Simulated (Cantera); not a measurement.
# Thermodynamics of nitride etching, feed BN + H₂

Charge: 1 mol BN, 61 mol H₂, held at 7300 Pa.

Method: chemical equilibrium by Gibbs-energy minimisation in Cantera with the NASA 1993 tables (ideal gas, pure condensed phases). Candidate condensed phases: B, BN; 15 gas species. Mutual solubility and eutectic melting of coexisting phases are not modelled. The tables' values for BH₂ are old estimates; treat these amounts as uncertain. Gases not in the tables: B₂H₆ and higher boranes. Rates play no part.

| T (K) | x H₂ | x H | x N₂ | x BH₂ | n BN(s) | n B(s) |
|---|---|---|---|---|---|---|
| 723 | 1.00 | <1e-12 | <1e-12 | <1e-12 | 1.00 | 0 |
| 823 | 1.00 | 2.71e-11 | <1e-12 | <1e-12 | 1.00 | 0 |
| 923 | 1.00 | 9.05e-10 | <1e-12 | 1.16e-12 | 1.00 | 0 |
| 1023 | 1.00 | 1.53e-8 | 2.95e-11 | 2.91e-11 | 1.00 | 0 |
| 1123 | 1.00 | 1.58e-7 | 8.11e-10 | 5.97e-10 | 1.00 | 0 |
| 1223 | 1.000 | 1.11e-6 | 8.83e-9 | 8.98e-9 | 1.000 | 0 |
| 1323 | 1.000 | 5.87e-6 | 6.65e-8 | 8.95e-8 | 1.000 | 0 |
| 1423 | 1.000 | 2.46e-5 | 3.95e-7 | 6.28e-7 | 1.000 | 0 |
| 1523 | 1.000 | 8.55e-5 | 1.91e-6 | 3.34e-6 | 1.000 | 0 |
| 1623 | 1.000 | 0.000256 | 7.77e-6 | 1.43e-5 | 0.999 | 0 |
| 1723 | 0.999 | 0.000675 | 2.70e-5 | 5.12e-5 | 0.997 | 0 |
| 1823 | 0.998 | 0.00160 | 8.86e-5 | 0.000153 | 0.989 | 0.00113 |
| 1923 | 0.996 | 0.00348 | 0.000488 | 0.000294 | 0.940 | 0.0411 |
| 2023 | 0.990 | 0.00699 | 0.00226 | 0.000528 | 0.722 | 0.245 |
x: gas mole fraction; n: condensed amount in mol.

From 723 K to 1723 K the condensed part is BN(s). From 1823 K to 2023 K the condensed part is B(s) + BN(s).
